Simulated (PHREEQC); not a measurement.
Solution (25 °C): 4 mol/kgw K2CO3 and 0.96 mol/kgw NaHCO3. Closed to the air; pH follows from the charge balance.

The numbers come from PHREEQC with the Pitzer model, pitzer.dat.

Each row changes one thing in this solution. Precipitation was switched off in this run.

| case | pH | ionic strength (mol/kgw) | CO3-2 (mol/kgw) | HCO3- (mol/kgw) | CO2 (mol/kgw) | SI of Nahcolite (NaHCO3) | SI of Trona (Na3H(CO3)2:2H2O) |
|---|---|---|---|---|---|---|---|
| as made | 10.80 | 13.0 | 4.00 | 0.960 | 5.09e-6 | -0.76 | -1.71 |
| K2CO3 left out | 7.71 | 0.978 | 0.0176 | 0.925 | 0.0176 | -0.17 | -3.01 |
| temperature from 25 to 30 °C | 10.77 | 13.0 | 4.00 | 0.960 | 5.46e-6 | -0.67 | -1.52 |
| diluted 100-fold with water | 10.58 | 0.129 | 0.0395 | 0.0101 | 4.35e-7 | -3.86 | -9.39 |
| 0.32 mol/kgw HBr added | 10.61 | 12.6 | 3.68 | 1.28 | 1.02e-5 | -0.64 | -1.63 |

Complexes and solids missing from the database can't appear. In brines, pH and single-ion activities rest on the MacInnes convention.
